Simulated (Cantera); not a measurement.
An isothermal, constant-pressure homogeneous reactor starts with 10.9 % H₂, 16.8 % O₂, 72.3 % N₂, equivalence ratio 0.33, at 1398 K and 59000 Pa.

Cantera simulation using the H2/O2 subset of GRI-Mech 3.0, which has no nitrogen chemistry; the numbers are that mechanism's predictions, not measurements. The temperature is held fixed by assumption; the heat of reaction is taken as removed at once.

x: mole fraction; the columns are a selection and need not sum to one.

```tsv
t (s)	x H₂	x O₂	x H₂O₂	x HO₂	x H₂O	x O	x OH
1.00e-5	0.109	0.168	1.60e-9	2.28e-7	1.60e-6	4.49e-7	___
4.06e-5	0.0392	0.132	2.60e-6	3.25e-5	0.0512	0.0142	___
0.000165	0.00269	0.118	2.03e-6	3.08e-5	0.108	0.00513	___
0.000669	0.000146	0.120	4.77e-7	7.00e-6	0.115	0.000260	___
0.00271	1.03e-5	0.120	8.81e-8	7.69e-7	0.115	2.04e-5	___
0.0110	1.43e-6	0.120	1.92e-8	1.37e-7	0.116	3.08e-6	___
0.0447	3.30e-7	0.120	5.47e-9	5.92e-8	0.116	7.32e-7	___
0.182	1.93e-7	0.120	3.42e-9	5.50e-8	0.116	4.21e-7	3.24e-5
0.737	1.92e-7	0.120	3.39e-9	5.50e-8	0.116	4.16e-7	3.23e-5
2.99	1.92e-7	0.120	3.39e-9	5.50e-8	0.116	4.16e-7	3.23e-5
12.1	1.92e-7	0.120	3.39e-9	5.50e-8	0.116	4.16e-7	3.23e-5
49.3	1.92e-7	0.120	3.39e-9	5.50e-8	0.116	4.16e-7	3.23e-5
200	1.92e-7	0.120	3.39e-9	5.50e-8	0.116	4.16e-7	3.23e-5
```

Question: Fill in the missing entries.

Answer: 
- 1.00e-5, x OH: 3.43e-7
- 4.06e-5, x OH: 0.00750
- 0.000165, x OH: 0.00359
- 0.000669, x OH: 0.000799
- 0.00271, x OH: 0.000226
- 0.0110, x OH: 8.81e-5
- 0.0447, x OH: 4.28e-5
